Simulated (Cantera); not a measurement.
Cantera run:

```python
import numpy as np
import cantera as ct

gas_names = """
    H HO2 H2 H2O H2O2 O OH O2 O3 V VO VO2
""".split()
cond_names = """
    H2O(s) H2O(L) V(cr) V(L) VO(s) VO(L) V2O3(s) V2O3(L) V2O4(I) V2O4(II) V2O4(L) V2O5(s) V2O5(L)
""".split()


# ... load() reads the species with a 1 bar reference pressure and builds the phases ...
atoms = {
    'V2O3': {'V': 2, 'O': 3},
    'H2': {'H': 2},
    'H2O': {'H': 2, 'O': 1},
}
top_T = {}  # K; cautious upper limits of use, not melting points


# ... equilibrate(T, P, feed) seeds the gas with the atoms and calls Mixture.equilibrate('TP', solver="vcs", rtol=1e-11, max_steps=5000) ...
results = []
T = 2123.15  # K
P = 1333.22  # Pa
for m in [78, 110, 150, 200, 270, 370, 510, 690, 950, 1300, 1800, 2400]:
    feed = {'V2O3': 1, 'H2': m, 'H2O': 2.1}  # mol
    mix = equilibrate(T, P, feed)
    results.append((T, P, feed, dict(zip(mix.species_names, mix.species_moles))))

top = {s: max(r[3][s] / sum(r[3][g] for g in gas_names) for r in results) for s in gas_names}
cols = sorted((s for s in top if top[s] > 1e-05), key=lambda s: -top[s])[:7]
seen = [c for c in cond_names if any(r[3].get(c, 0) > 1e-12 for r in results)]
print("log10 of partial pressures in bar; condensed amounts in mol")
print(f"{'n(H2)':>10s}" + "".join(f"{s[:9]:>10s}" for s in cols + seen))
for T, P, feed, n in results:
    ng = sum(n[g] for g in gas_names)
    print(f"{feed['H2']:10.4g}" + "".join(f"{np.log10(max(n[s] / ng * P / 1e5, 1e-99)):10.3f}" for s in cols)
          + "".join(f"{n.get(c, 0):10.4g}" for c in seen))
```

Result:

```
log10 of partial pressures in bar; condensed amounts in mol
     n(H2)        H2       H2O         H       VO2        VO         V        OH     VO(L)
        78    -1.906    -3.353    -3.398    -4.218    -4.975    -6.702    -5.753     1.562
       110    -1.901    -3.498    -3.395    -4.367    -4.975    -6.553    -5.900     1.539
       150    -1.898    -3.629    -3.394    -4.502    -4.975    -6.418    -6.033     1.507
       200    -1.896    -3.752    -3.393    -4.627    -4.975    -6.293    -6.157     1.464
       270    -1.894    -3.880    -3.392    -4.756    -4.975    -6.164    -6.285     1.402
       370    -1.893    -4.014    -3.391    -4.892    -4.975    -6.029    -6.420     1.308
       510    -1.892    -4.149    -3.391    -5.028    -4.975    -5.892    -6.556      1.17
       690    -1.891    -4.274    -3.390    -5.154    -4.975    -5.767    -6.681    0.9796
       950    -1.891    -4.402    -3.390    -5.282    -4.975    -5.638    -6.809    0.6841
      1300    -1.890    -4.521    -3.390    -5.401    -4.975    -5.519    -6.928    0.2526
      1800    -1.890    -4.635    -3.390    -5.598    -5.057    -5.487    -7.042         0
      2400    -1.890    -4.735    -3.390    -5.833    -5.191    -5.521    -7.143         0
```

Equilibrium computed with Cantera from the NASA thermochemical tables; the gas is ideal and each condensed phase is pure. VO: taken at fixed stoichiometry.
